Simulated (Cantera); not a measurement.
A closed system holds: 1 mol V₂O₅, 8.9 mol H₂, at 1700 K and 1.00 bar.

Equilibrium computed with Cantera from the NASA thermochemical tables; the gas is ideal and each condensed phase is pure. Candidate condensed phases: H₂O, V, VO, V₂O₃, V₂O₄, V₂O₅; 12 gas species. Condensed phases not in the tables: the oxides between V₂O₃ and V₂O₅ other than VO₂. Rates play no part.

Base state: H₂ 0.775, H₂O 0.225, H 0.000130 (mole fractions); condensed: V₂O₃(s).

Question: What changes in the equilibrium state with this change: temperature from 1700 K to 2175 K?

Answer: 
| species | before | after |
|---|---|---|
| H₂ | 0.775 | 0.771 |
| H₂O | 0.225 | 0.224 |
| H | 0.000130 | 0.00429 |
| VO₂ | 2.98e-7 | 0.000378 |
| OH | 1.94e-6 | 0.000167 |
| V₂O₃(s), mol | 1.000 | 0.998 |
